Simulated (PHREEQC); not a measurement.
Consider water at 25 °C with 0.035 mol/kgw KOH, 0.018 mol/kgw K2SO4 and 0.52 mol/kgw KH2PO4. Closed to the air; pH follows from the charge balance.

All values are PHREEQC results (ion-association model, wateq4f.dat), not measurements.

Precipitation was switched off in this run.

Task: Estimate the pH, activity of water, ionic strength.

Result: pH 5.45; activity of water 0.981; ionic strength 0.617 mol/kgw.

Task: In which forms is P present?

Result: H2PO4- 93 %, HPO4-2 5.6 %, KHPO4- 1.2 % of the P.

H3PO4, which wateq4f.dat lacks, is added to it with the constant of phreeqc.dat.
